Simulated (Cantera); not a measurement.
# Gas-phase reforming

A perfectly stirred reactor is fed with 45.0 % CH4, 44.6 % H2O, 10.4 % H2, at 128 Torr; it is held at 1600 K, and followed from long to short residence time.

Computed with Cantera and GRI-Mech 3.0 (53 species, 325 reactions).

| τ (s) | x CH4 | x H2O | x H2 | x C2H2 | x CH2O | x CH2 |
|---|---|---|---|---|---|---|
| 0.57 | 0.143 | 0.327 | 0.418 | 0.0930 | 1.40e-6 | 7.80e-8 |
| 0.30 | 0.187 | 0.353 | 0.365 | 0.0827 | 2.04e-6 | 8.99e-8 |
| 0.16 | 0.237 | 0.375 | 0.312 | 0.0679 | 2.87e-6 | 1.01e-7 |
| 0.085 | 0.289 | 0.395 | 0.259 | 0.0507 | 3.91e-6 | 1.13e-7 |
| 0.045 | 0.337 | 0.412 | 0.210 | 0.0338 | 5.06e-6 | 1.23e-7 |
| 0.024 | 0.377 | 0.425 | 0.171 | 0.0197 | 6.09e-6 | 1.31e-7 |
| 0.013 | 0.407 | 0.434 | 0.142 | 0.00977 | 6.71e-6 | 1.32e-7 |
| 0.0068 | 0.428 | 0.441 | 0.122 | 0.00364 | 6.58e-6 | 1.24e-7 |
x: mole fraction; the columns are a selection and need not sum to one.
